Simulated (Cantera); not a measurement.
Source: NASA polynomial tables (part measured, part estimated), evaluated in Cantera. Values are per mole of reaction as written; species without (g) are pure solids or liquids, kept so even where they would boil at 1 bar.

2 TaO2(g) + N2O(g) → N2(g) + Ta2O5, with ΔH° = -1725.9 kJ and ΔS° = -445.5 J/K at 300 K.

### Question
How far is the shortcut ΔG° ≈ ΔH°(300 K) − T·ΔS°(300 K) from the full temperature-dependent value at 1673, 1773, 1873, 1973, 2073, 2173, 2273 K?

### Answer
| T (K) | shortcut (kJ) | full (kJ) | difference (kJ) | difference in log10 K | condensed phases |
|---|---|---|---|---|---|
| 1673 | -980.5 | -1043.8 | 63.3 | -1.98 | Ta2O5(s) |
| 1773 | -935.9 | -1007.1 | 71.2 | -2.10 | Ta2O5(s) |
| 1873 | -891.4 | -970.7 | 79.3 | -2.21 | Ta2O5(s) |
| 1973 | -846.8 | -934.6 | 87.8 | -2.32 | Ta2O5(s) |
| 2073 | -802.3 | -899.7 | 97.4 | -2.45 | Ta2O5(l) |
| 2173 | -757.7 | -870.1 | 112.4 | -2.70 | Ta2O5(l) |
| 2273 | -713.2 | -841.0 | 127.9 | -2.94 | Ta2O5(l) |
The shortcut ignores heat capacities and the phase changes listed.
